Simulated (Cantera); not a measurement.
Input (Python, Cantera):

```python
import numpy as np
import cantera as ct

gas = ct.Solution("gri30.yaml")
gas.TPX = 1650, 100000, {'CH3OH': 1, 'O2': 3, 'N2': 11.3, 'H2O': 0.027}
reactor = ct.IdealGasConstPressureReactor(gas, energy="on", clone=False)
net = ct.ReactorNet([reactor])
net.rtol, net.atol = 1e-08, 1e-16
show = ['CH3OH', 'O2', 'NO', 'N2O', 'OH']
times = np.geomspace(2e-06, 0.4, 12)

steps = ct.SolutionArray(gas, extra=["t"])
rows = []
print(f"{'t/s':>10s}{'T/K':>9s}{'P/Pa':>11s}" + "".join(f"{s:>11s}" for s in show))
for t in times:
    while net.time < t:
        t_next = net.step()
        steps.append(gas.state, t=t_next)
    rows.append([np.interp(t, steps.t, y) for y in (steps.T, steps.P, *steps(*show).X.T)])
    print(f"{t:10.3e}{rows[-1][0]:9.1f}{rows[-1][1]:11.4g}" + "".join(f"{x:11.3e}" for x in rows[-1][2:]))
rate = np.gradient(steps.T, steps.t)
print("integrator steps:", len(steps.t))
if steps.T.max() > steps.T[0] + 200:
    print(f"time of steepest temperature rise: {steps.t[rate.argmax()]:.4e} s")
gas.TPX = 1650, 100000, {'CH3OH': 1, 'O2': 3, 'N2': 11.3, 'H2O': 0.027}
gas.equilibrate("HP")
print(f"equilibrium (HP): T = {gas.T:.1f} K  " + "  ".join(f"{s} {gas[s].X[0]:.3e}" for s in show))
```

It prints:

```
       t/s      T/K       P/Pa      CH3OH         O2         NO        N2O         OH
 2.000e-06   1649.9      1e+05  6.514e-02  1.957e-01  2.543e-13  6.047e-11  2.398e-06
 6.067e-06   1649.9      1e+05  6.488e-02  1.955e-01  1.101e-12  7.009e-10  3.071e-06
 1.840e-05   1651.0      1e+05  6.357e-02  1.946e-01  5.693e-12  7.509e-09  9.795e-06
 5.582e-05   1694.6      1e+05  4.690e-02  1.839e-01  1.034e-10  8.748e-08  8.363e-05
 1.693e-04   2313.8      1e+05  5.050e-18  9.370e-02  6.510e-05  3.215e-07  1.913e-02
 5.136e-04   2523.4      1e+05  9.978e-19  9.289e-02  5.361e-04  6.335e-07  1.493e-02
 1.558e-03   2537.8      1e+05  8.993e-19  9.217e-02  1.917e-03  6.747e-07  1.427e-02
 4.725e-03   2533.1      1e+05  8.754e-19  9.048e-02  5.477e-03  6.842e-07  1.402e-02
 1.433e-02   2525.2      1e+05  8.364e-19  8.765e-02  1.144e-02  7.245e-07  1.359e-02
 4.347e-02   2521.4      1e+05  8.177e-19  8.626e-02  1.435e-02  7.539e-07  1.338e-02
 1.319e-01   2521.2      1e+05  8.171e-19  8.622e-02  1.444e-02  7.550e-07  1.338e-02
 4.000e-01   2521.2      1e+05  8.171e-19  8.622e-02  1.444e-02  7.550e-07  1.338e-02
integrator steps: 1672
time of steepest temperature rise: 9.0932e-05 s
equilibrium (HP): T = 2521.2 K  CH3OH 8.421e-19  O2 8.622e-02  NO 1.444e-02  N2O 7.550e-07  OH 1.338e-02
```

Cantera simulation using GRI-Mech 3.0 (53 species, 325 reactions); the numbers are that mechanism's predictions, not measurements. GRI-Mech 3.0 was tuned for natural gas; its chemistry of methanol as a main component is partial and can be far from experiment.
